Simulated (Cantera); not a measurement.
## Carbon deposition, reforming and gasification: C₂H₂ + O₂ + H₂

Feed: 1 mol C₂H₂, 0.4 mol O₂, 11 mol H₂, equilibrated at 1.00 bar.

Method: chemical equilibrium by Gibbs-energy minimisation in Cantera with the NASA 1993 tables (ideal gas, pure condensed phases). Candidate condensed phases: C, C₆H₆, C₇H₈, C₈H₁₈, H₂O; 110 gas species. Rates play no part.

```csv
T (K),x H₂,x H,x CO,x C₂H₂ (acetylene),n C(graphite)
1948,0.935,0.00109,0.0625,0.000504,1.18
2048,0.934,0.00216,0.0624,0.000979,1.17
2148,0.932,0.00402,0.0624,0.00178,1.15
2248,0.927,0.00707,0.0623,0.00307,1.12
2348,0.921,0.0118,0.0621,0.00503,1.07
2448,0.911,0.0190,0.0619,0.00788,0.992
2548,0.897,0.0293,0.0616,0.0118,0.885
2648,0.878,0.0436,0.0611,0.0171,0.740
2748,0.852,0.0627,0.0605,0.0238,0.546
2848,0.819,0.0874,0.0598,0.0320,0.294
2948,0.780,0.119,0.0588,0.0407,0
3048,0.743,0.157,0.0575,0.0390,0
```
x: gas mole fraction; n: condensed amount in mol.

From 1948 K to 2848 K the condensed part is C(graphite). From 2948 K to 3048 K nothing is condensed. The main C-bearing gas is CO at 1948 K and C₂H₂ (acetylene) at 3048 K.
